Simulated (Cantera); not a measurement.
Feed: 1 mol Si, 0.7 mol Cl2, 0.66 mol H2, equilibrated at 975 °C and 200000 Pa.

Equilibrium computed with Cantera from the NASA thermochemical tables; the gas is ideal and each condensed phase is pure. Candidate condensed phases: Si; 19 gas species. The tables' values for SiCl3 are old estimates; treat these amounts as uncertain. The numbers say what is thermodynamically allowed, not how fast it happens.

Base state: H2 0.577, SiCl4 0.240, SiHCl3 0.0949, HCl 0.0515, SiCl3 0.0196, SiCl2 0.0115, SiH2Cl2 0.00509, SiH3Cl 7.58e-5 (mole fractions); condensed: Si(s).

**Question.** What changes in the equilibrium state with this change: temperature from 975 °C to 300 °C?

**Answer.** 
```
species      before    after
----------  -------  -------
H2            0.577    0.607
SiCl4         0.240    0.257
SiHCl3       0.0949    0.133
HCl          0.0515  1.66e-5
SiCl2        0.0115    <1e-9
SiCl3        0.0196  1.40e-7
SiH3Cl      7.58e-5  1.42e-5
SiH2Cl2     0.00509  0.00315
Si(s), mol    0.626    0.616
```

**Question.** What changes in the equilibrium state with this change: temperature from 975 °C to 752 °C?

**Answer.** 
```json
[
 {"species": "H2", "before": "0.577", "after": "0.604"},
 {"species": "SiCl4", "before": "0.240", "after": "0.265"},
 {"species": "SiHCl3", "before": "0.0949", "after": "0.111"},
 {"species": "HCl", "before": "0.0515", "after": "0.0124"},
 {"species": "SiCl2", "before": "0.0115", "after": "0.000454"},
 {"species": "SiCl3", "before": "0.0196", "after": "0.00240"},
 {"species": "SiH3Cl", "before": "7.58e-5", "after": "6.17e-5"},
 {"species": "SiH2Cl2", "before": "0.00509", "after": "0.00515"},
 {"species": "Si(s), mol", "before": "0.626", "after": "0.622"}
]
```

**Question.** What changes in the equilibrium state with this change: Si replaced by SiCl4?

**Answer.** 
```csv
species,before,after
HCl,0.0515,0.559
SiCl4,0.240,0.424
Cl2,<1e-9,0.0166
H2,0.577,5.14e-8
SiHCl3,0.0949,1.37e-9
SiCl2,0.0115,<1e-9
SiCl3,0.0196,9.50e-7
SiH2Cl2,0.00509,<1e-9
SiH3Cl,7.58e-5,<1e-9
Cl,1.92e-8,0.000698
"Si(s), mol",0.626,0
```
